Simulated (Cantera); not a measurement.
A Cantera script and its output.

```python
import numpy as np
import cantera as ct

gas = ct.Solution("gri30.yaml")
gas.TPX = 1498, 100000, {'CO': 0.79, 'H2': 0.35, 'CH4': 0.038, 'O2': 1.39, 'N2': 5.23}
reactor = ct.IdealGasReactor(gas, energy="on", clone=False)
net = ct.ReactorNet([reactor])
net.rtol, net.atol = 1e-08, 1e-16
show = ['CO', 'H2', 'CH4', 'NO2', 'CO2', 'NO']
times = np.geomspace(1e-06, 9, 13)

steps = ct.SolutionArray(gas, extra=["t"])
rows = []
print(f"{'t/s':>10s}{'T/K':>9s}{'P/Pa':>11s}" + "".join(f"{s:>11s}" for s in show))
for t in times:
    while net.time < t:
        t_next = net.step()
        steps.append(gas.state, t=t_next)
    rows.append([np.interp(t, steps.t, y) for y in (steps.T, steps.P, *steps(*show).X.T)])
    print(f"{t:10.3e}{rows[-1][0]:9.1f}{rows[-1][1]:11.4g}" + "".join(f"{x:11.3e}" for x in rows[-1][2:]))
rate = np.gradient(steps.T, steps.t)
print("integrator steps:", len(steps.t))
if steps.T.max() > steps.T[0] + 200:
    print(f"time of steepest temperature rise: {steps.t[rate.argmax()]:.4e} s")
gas.TPX = 1498, 100000, {'CO': 0.79, 'H2': 0.35, 'CH4': 0.038, 'O2': 1.39, 'N2': 5.23}
gas.equilibrate("UV")
print(f"equilibrium (UV): T = {gas.T:.1f} K  " + "  ".join(f"{s} {gas[s].X[0]:.3e}" for s in show))
```

It prints:

```
       t/s      T/K       P/Pa         CO         H2        CH4        NO2        CO2         NO
 1.000e-06   1498.0      1e+05  1.013e-01  4.488e-02  4.873e-03  5.980e-23  4.236e-08  1.776e-16
 3.798e-06   1498.0      1e+05  1.013e-01  4.488e-02  4.873e-03  1.775e-20  2.697e-07  4.902e-15
 1.442e-05   1498.3      1e+05  1.013e-01  4.456e-02  4.807e-03  1.217e-15  4.665e-05  9.656e-12
 5.477e-05   1994.8  1.308e+05  4.830e-02  4.555e-03  7.447e-17  1.017e-08  5.979e-02  2.607e-05
 2.080e-04   2525.2  1.603e+05  2.558e-02  2.161e-03  3.303e-18  2.949e-07  8.608e-02  4.749e-04
 7.900e-04   2648.5  1.668e+05  1.790e-02  1.432e-03  3.948e-18  2.423e-06  9.467e-02  3.501e-03
 3.000e-03   2637.4  1.659e+05  1.739e-02  1.398e-03  3.687e-18  7.811e-06  9.527e-02  1.140e-02
 1.139e-02   2628.0  1.653e+05  1.698e-02  1.371e-03  3.477e-18  1.213e-05  9.574e-02  1.786e-02
 4.327e-02   2627.5  1.652e+05  1.695e-02  1.369e-03  3.466e-18  1.235e-05  9.577e-02  1.820e-02
 1.643e-01   2627.5  1.652e+05  1.695e-02  1.369e-03  3.466e-18  1.235e-05  9.577e-02  1.820e-02
 6.240e-01   2627.5  1.652e+05  1.695e-02  1.369e-03  3.466e-18  1.235e-05  9.577e-02  1.820e-02
 2.370e+00   2627.5  1.652e+05  1.695e-02  1.369e-03  3.466e-18  1.235e-05  9.577e-02  1.820e-02
 9.000e+00   2627.5  1.652e+05  1.695e-02  1.369e-03  3.466e-18  1.235e-05  9.577e-02  1.820e-02
integrator steps: 1477
time of steepest temperature rise: 2.3595e-05 s
equilibrium (UV): T = 2627.5 K  CO 1.695e-02  H2 1.369e-03  CH4 5.153e-18  NO2 1.235e-05  CO2 9.577e-02  NO 1.820e-02
```

Detailed kinetics in Cantera: GRI-Mech 3.0 (53 species, 325 reactions).
